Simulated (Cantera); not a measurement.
An isothermal plug-flow reactor at 1100 K and 280000 Pa (inlet), inlet velocity 4 m/s, active area per volume 130 1/m; feed CH4 : O2 : N2 : H2O = 0.0081 : 0.13 : 0.79 : 0.053 (molar parts).

Model: Deutschmann's 1995 Pt surface mechanism with GRI-Mech 3.0 gas chemistry, integrated in Cantera. Catalytic surfaces can have several steady states; this one follows from the mechanism file's or the stated starting coverage. Mass transfer to the wall is taken as infinitely fast.

Task: Predict: x(CH4) at z = 0.049 m; x(O2) at z = 0.049 m; x(H2O) at z = 0.049 m; x(CO2) at z = 0.049 m; x(CO) at z = 0.049 m; θ(free Pt) at the exit; θ(O*) at the exit; θ(OH*) at the exit.

Result: 
- x(CH4) at z = 0.049 m = 0.00685
- x(O2) at z = 0.049 m = 0.130
- x(H2O) at z = 0.049 m = 0.0566
- x(CO2) at z = 0.049 m = 0.00123
- x(CO) at z = 0.049 m = 6.67e-6
- θ(free Pt) at the exit = 0.229
- θ(O*) at the exit = 0.765
- θ(OH*) at the exit = 0.00546
